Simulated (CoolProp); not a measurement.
Vapour-liquid equilibrium of dimethyl ether (1) + n-hexane (2) at 0.00379 MPa; x and y are mole fractions of (1).

Computed with CoolProp (multi-fluid Helmholtz-energy mixture model, Wu 2011 and Thol 2019; pair parameters Bell 2016).

| x | bubble temperature (°C) | y at the bubble point | dew temperature at overall composition x (°C) | liquid density (mol/L) |
|---|---|---|---|---|
| 0.05 | … | 0.923 | -9.3 | 8.536 |
| 0.2 | -67.2 | 0.992 | -12.2 | 9.551 |
| 0.35 | -73.4 | 0.996 | -15.5 | 10.55 |
| 0.5 | -76.0 | 0.998 | … | … |
| 0.65 | … | 0.998 | -25.0 | 13.02 |
| 0.8 | -78.7 | 0.999 | -32.9 | … |
| 0.95 | -80.2 | 1.000 | -49.9 | 16.72 |

What belongs in the gaps?


- 0.05, bubble temperature (°C): -44.9
- 0.5, dew temperature at overall composition x (°C): -19.7
- 0.5, liquid density (mol/L): 11.68
- 0.65, bubble temperature (°C): -77.5
- 0.8, liquid density (mol/L): 14.66

No azeotrope shows between x = 0.05 and 0.95.

The pair parameters rest on a limited set of measurements; away from them the model extrapolates.
